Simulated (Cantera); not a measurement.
Counterflow diffusion flame

A counterflow diffusion flame at 900 Torr, nozzles 20 mm apart: fuel side 45.5 % CH4, 54.5 % N2 at 425 K, oxidiser side 20.0 % O2, 80.0 % N2 at 823 K, fuel mass flux 1.3 times the oxidiser's; mixture-averaged transport, no radiation.

Cantera simulation using GRI-Mech 3.0 (53 species, 325 reactions); the numbers are that mechanism's predictions, not measurements. GRI-Mech 3.0 has no aromatics or soot, which form on the fuel side of real flames. The maximum strain rate includes the flame's own expansion and is several times the mean.

```json
[
 {"oxidiser flux (kg/m²/s)": "0.3", "max strain (1/s)": "221", "mean strain (1/s)": "55.1", "T max (K)": "2116", "peak x OH": "0.00718", "peak x H": "0.00335", "peak x NO": "0.000294", "peak x CO": "0.0452", "peak x C2H2": "0.00842"},
 {"oxidiser flux (kg/m²/s)": "0.44", "max strain (1/s)": "316", "mean strain (1/s)": "80.9", "T max (K)": "2099", "peak x OH": "0.00722", "peak x H": "0.00353", "peak x NO": "0.000267", "peak x CO": "0.0447", "peak x C2H2": "0.00781"},
 {"oxidiser flux (kg/m²/s)": "0.63", "max strain (1/s)": "444", "mean strain (1/s)": "116", "T max (K)": "2083", "peak x OH": "0.00723", "peak x H": "0.00372", "peak x NO": "0.000238", "peak x CO": "0.0443", "peak x C2H2": "0.00726"},
 {"oxidiser flux (kg/m²/s)": "0.92", "max strain (1/s)": "635", "mean strain (1/s)": "169", "T max (K)": "2066", "peak x OH": "0.00719", "peak x H": "0.00390", "peak x NO": "0.000204", "peak x CO": "0.0442", "peak x C2H2": "0.00670"},
 {"oxidiser flux (kg/m²/s)": "1.3", "max strain (1/s)": "882", "mean strain (1/s)": "239", "T max (K)": "2047", "peak x OH": "0.00708", "peak x H": "0.00403", "peak x NO": "0.000170", "peak x CO": "0.0443", "peak x C2H2": "0.00616"},
 {"oxidiser flux (kg/m²/s)": "1.9", "max strain (1/s)": "1270", "mean strain (1/s)": "349", "T max (K)": "2023", "peak x OH": "0.00685", "peak x H": "0.00411", "peak x NO": "0.000131", "peak x CO": "0.0444", "peak x C2H2": "0.00543"},
 {"oxidiser flux (kg/m²/s)": "2.8", "max strain (1/s)": "1830", "mean strain (1/s)": "515", "T max (K)": "1989", "peak x OH": "0.00643", "peak x H": "0.00406", "peak x NO": "8.97e-5", "peak x CO": "0.0447", "peak x C2H2": "0.00448"},
 {"oxidiser flux (kg/m²/s)": "4.1", "max strain (1/s)": "2620", "mean strain (1/s)": "753", "T max (K)": "1943", "peak x OH": "0.00574", "peak x H": "0.00377", "peak x NO": "5.11e-5", "peak x CO": "0.0450", "peak x C2H2": "0.00329"},
 {"oxidiser flux (kg/m²/s)": "5.9", "max strain (1/s)": "3660", "mean strain (1/s)": "1080", "T max (K)": "1846", "peak x OH": "0.00420", "peak x H": "0.00274", "peak x NO": "1.47e-5", "peak x CO": "0.0439", "peak x C2H2": "0.00151"}
]
```
x: mole fraction; the columns are a selection and need not sum to one.
